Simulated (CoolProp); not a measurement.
The fluid at 345.73 K and 0.011 MPa is compressed adiabatically to 0.0774 MPa with isentropic efficiency 0.6. The same conditions are run with several fluids, on thermodynamics alone (safety and materials aside).

Computed with CoolProp (reference Helmholtz-energy equation of state of each fluid (dimethyl carbonate: Zhou 2011; R141b: Lemmon 2006; C3F8 (R218): Lemmon 2006; R1336mzz(Z): McLinden 2020)).

**Question.** Rank dimethyl carbonate, R141b, C3F8 (R218), R1336mzz(Z) by work (kJ/kg), highest first.

**Answer.** dimethyl carbonate (110), R141b (86.4), R1336mzz(Z) (59.6), C3F8 (R218) (52.1)

| fluid | final temperature (K) | final density (kg/m³) |
|---|---|---|
| dimethyl carbonate | 425.2 | 2.00 |
| R141b | 444.2 | 2.47 |
| C3F8 (R218) | 404.2 | 4.35 |
| R1336mzz(Z) | 407.6 | 3.80 |
